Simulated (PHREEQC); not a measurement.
Solution A (0.088 mol HNO3, 0.21 mol NaCl and 0.035 mol MnSO4 per kg of water) is mixed with solution B (0.0041 mol/kgw HCl and 0.017 mol/kgw Al2(SO4)3) at 20 °C; shares are by mass of water, 1 kg in all. The system is closed to oxygen. The system is closed to CO2. Nothing may precipitate in this run.

All values are PHREEQC results (ion-association model, wateq4f.dat), not measurements.

```csv
share of solution B,pH,AlSO4+ (mol/kgw),HSO4- (mol/kgw),Al(SO4)2- (mol/kgw),Al+3 (mol/kgw),MnCl+ (mol/kgw)
0,1.27,0,0.0182,0,0,0.00568
0.1,1.31,0.00180,0.0173,0.000157,0.00142,0.00476
0.2,1.37,0.00374,0.0163,0.000350,0.00268,0.00389
0.3,1.43,0.00580,0.0151,0.000583,0.00377,0.00310
0.4,1.49,0.00801,0.0138,0.000866,0.00468,0.00237
0.5,1.57,0.0103,0.0123,0.00121,0.00538,0.00172
0.6,1.67,0.0128,0.0106,0.00163,0.00588,0.00116
0.7,1.78,0.0155,0.00872,0.00214,0.00612,0.000697
0.8,1.94,0.0183,0.00663,0.00280,0.00609,0.000337
0.9,2.17,0.0212,0.00426,0.00365,0.00570,9.76e-5
1,2.67,0.0243,0.00153,0.00485,0.00486,0
```
